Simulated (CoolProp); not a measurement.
Carbon dioxide at 293.15 K and 1.08 MPa flows at 13 m/s in a round tube of 10 mm bore and 15 µm roughness, fully developed (64/Re and Nu = 3.66 if laminar; Colebrook and Gnielinski if turbulent). Each further row changes one setting.

The numbers come from the reference Helmholtz-energy equation of state, Span 1996 in CoolProp.

```
case             Reynolds number  Darcy friction factor  pressure drop (Pa/m)  heat-transfer coefficient (W/(m² K))  mass flow (kg/h)
---------------  ---------------  ---------------------  --------------------  ------------------------------------  ----------------
as stated                 182000                 0.0229                     …                                   781              76.2
velocity 26 m/s           364000                 0.0223                     …                                  1530               152
diameter 20 mm            364000                      …                     …                                   655               305
```

Task: What belongs in the gaps?

Result: 
- as stated, pressure drop (Pa/m): 4010
- velocity 26 m/s, pressure drop (Pa/m): 15600
- diameter 20 mm, Darcy friction factor: 0.0193
- diameter 20 mm, pressure drop (Pa/m): 1690

Viscosity comes from a separate model (Laesecke 2017). Thermal conductivity comes from a separate model (Huber 2016).
